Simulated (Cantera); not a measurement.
A closed system holds: 1 mol C₂H₆, 1.1 mol O₂, 0.07 mol H₂O, held at 1800 °C and 7.50 Torr.

Equilibrium computed with Cantera from the NASA thermochemical tables; the gas is ideal and each condensed phase is pure. Candidate condensed phases: C, C₆H₆, C₇H₈, C₈H₁₈, H₂O; 110 gas species. Kinetics and transport are ignored.

Base state: H₂ 0.544, CO 0.384, H₂O 0.0459, H 0.0194, CO₂ 0.00668, OH 0.000186 (mole fractions); condensed: gas only.

Question: What changes in the equilibrium state with this change: C₂H₆ replaced by C₆H₆?

Answer: 
| species | before | after |
|---|---|---|
| H₂ | 0.544 | 0.559 |
| CO | 0.384 | 0.421 |
| H | 0.0194 | 0.0197 |
| H₂O | 0.0459 | 2.08e-7 |
| C₂H₂ (acetylene) | <1e-9 | 0.000685 |
| CO₂ | 0.00668 | 3.24e-8 |
| OH | 0.000186 | <1e-9 |
| C(graphite), mol | 0 | 3.72 |

Question: What changes in the equilibrium state with this change: O₂ from 1.1 to 0.017 mol?

Answer: 
```tsv
species	before	after
H₂	0.544	0.941
CO	0.384	0.0323
H	0.0194	0.0255
H₂O	0.0459	2.70e-8
CO₂	0.00668	<1e-9
C₂H₂ (acetylene)	<1e-9	0.00115
C(graphite), mol	0	1.89
```

Question: What changes in the equilibrium state with this change: C₂H₆ replaced by C?

Answer: 
| species | before | after |
|---|---|---|
| CO₂ | 0.00668 | 0.771 |
| O₂ | 1.72e-7 | 0.108 |
| CO | 0.384 | 0.0559 |
| H₂ | 0.544 | 0.000806 |
| H | 0.0194 | 0.000747 |
| H₂O | 0.0459 | 0.0539 |
| O | 4.76e-6 | 0.00378 |
| OH | 0.000186 | 0.00568 |
